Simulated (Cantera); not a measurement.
Thermodynamics of oxide etching and cleaning by halides, feed B2O3 + NF3

Input: 1 mol B2O3, 1 mol NF3, at 0.430 bar.

Method: chemical equilibrium by Gibbs-energy minimisation in Cantera with the NASA 1993 tables (ideal gas, pure condensed phases). Candidate condensed phases: B, BN, B2O3; 31 gas species. Kinetics and transport are ignored.

```tsv
T (°C)	log p BF3	log p BOF	log p O2	log p N2	log p B3O3F3	log p NO	log p B2O3	log p BOF2	n B2O3(l)
502	-0.75	-7.44	-0.84	-1.02	-1.94	-6.43	<-12	-7.67	0.440
602	-0.75	-5.98	-0.84	-1.02	-1.83	-5.73	<-12	-6.70	0.422
702	-0.76	-4.82	-0.84	-1.02	-1.75	-5.17	-12.01	-5.92	0.408
802	-0.77	-3.89	-0.84	-1.02	-1.70	-4.71	-10.03	-5.30	0.396
902	-0.77	-3.12	-0.84	-1.02	-1.66	-4.34	-8.40	-4.78	0.385
1002	-0.78	-2.47	-0.85	-1.02	-1.64	-4.02	-7.04	-4.35	0.374
1102	-0.79	-1.93	-0.85	-1.03	-1.64	-3.75	-5.88	-3.98	0.356
1202	-0.83	-1.47	-0.87	-1.04	-1.66	-3.53	-4.89	-3.69	0.316
1302	-0.92	-1.09	-0.90	-1.08	-1.73	-3.36	-4.03	-3.48	0.225
1402	-1.11	-0.79	-0.97	-1.15	-1.92	-3.25	-3.28	-3.38	0.0379
```
log p: log10 of the partial pressure in bar; n: condensed amount in mol.

From 502 °C to 1402 °C the condensed part is B2O3(l). The main B-bearing gas is BF3 at 502 °C and BOF at 1402 °C. The share of B in condensed phases is highest at 502 °C (44.0 %) and lowest at 1402 °C (3.8 %).
